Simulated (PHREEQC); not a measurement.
**Brine: an equilibrium model**

Consider water at 25 °C with 1.3 mol/kgw H2SO4 and 1.5 mol/kgw FeCl2. Closed to the air; pH follows from the charge balance.

Model: Pitzer model, pitzer.dat, run in PHREEQC.

Each row changes one thing in this solution. No solid was allowed to form.

```
case                                            pH  ionic strength (mol/kgw)  HSO4- (mol/kgw)  SO4-2 (mol/kgw)
-------------------------------------------  -----  ------------------------  ---------------  ---------------
as made                                      -0.86                      6.77            0.814            0.486
FeCl2 from 1.5 to 1.35 mol/kgw               -0.80                      6.33            0.812            0.488
FeCl2 from 1.5 to 3 mol/kgw                  -1.48                      11.1            0.898            0.402
FeCl2 from 1.5 to 0.75 mol/kgw                 [?]                       [?]            0.828            0.472
FeCl2 replaced by NaCl at the same molality  -0.54                      3.32             1.04            0.260
```

Q: Fill in the missing entries.

A: 
- FeCl2 from 1.5 to 0.75 mol/kgw, pH: -0.56
- FeCl2 from 1.5 to 0.75 mol/kgw, ionic strength (mol/kgw): 4.49

Complexes and solids missing from the database can't appear. In brines, pH and single-ion activities rest on the MacInnes convention.
